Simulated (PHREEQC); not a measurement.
Model water analysis in mg/kgw, 25 °C, pH 3.85, pe 9.7:

| constituent | mg/kgw |
|---|---|
| Na | 387 |
| K | 42.2 |
| Ca | 767 |
| Mg | 11.3 |
| Cl | 265 |
| S(6) as SO4 | 2670 |
| Fe(3) | 162 |

Valence states are taken as typed.

The numbers come from PHREEQC with the ion-association model, phreeqc.dat.

Each row changes one thing in this solution. No solid was allowed to form.

| case | ionic strength (mol/kgw) | Na+ (mol/kgw) | CaSO4 (mol/kgw) | Fe(OH)2+ (mol/kgw) | FeSO4+ (mol/kgw) | NaSO4- (mol/kgw) | SI of Gypsum (CaSO4:2H2O) | SI of Halite (NaCl) |
|---|---|---|---|---|---|---|---|---|
| as made | 0.0807 | 0.0162 | 0.00681 | 0.000853 | 0.000671 | 0.000617 | +0.17 | -5.69 |
| Cl from 265 to 132 mg/kgw | 0.0785 | 0.0162 | 0.00686 | 0.000857 | 0.000678 | 0.000620 | +0.17 | -5.99 |
| temperature from 25 to 40 °C at the same typed pH | ? | 0.0162 | 0.00713 | 0.00148 | ? | ? | +0.16 | -5.71 |
| Na from 387 to 1160 mg/kgw | 0.0985 | 0.0488 | 0.00620 | 0.000825 | ? | 0.00171 | +0.13 | ? |

Q: Fill in the missing entries.

A: 
- temperature from 25 to 40 °C at the same typed pH, ionic strength (mol/kgw): 0.0786
- temperature from 25 to 40 °C at the same typed pH, FeSO4+ (mol/kgw): 0.000392
- temperature from 25 to 40 °C at the same typed pH, NaSO4- (mol/kgw): 0.000660
- Na from 387 to 1160 mg/kgw, FeSO4+ (mol/kgw): 0.000599
- Na from 387 to 1160 mg/kgw, SI of Halite (NaCl): -5.23

Some of these states are supersaturated (in Jarosite-K, Fe(OH)3(a), Gypsum, for instance). Constants without temperature data keep their 25 °C values here.
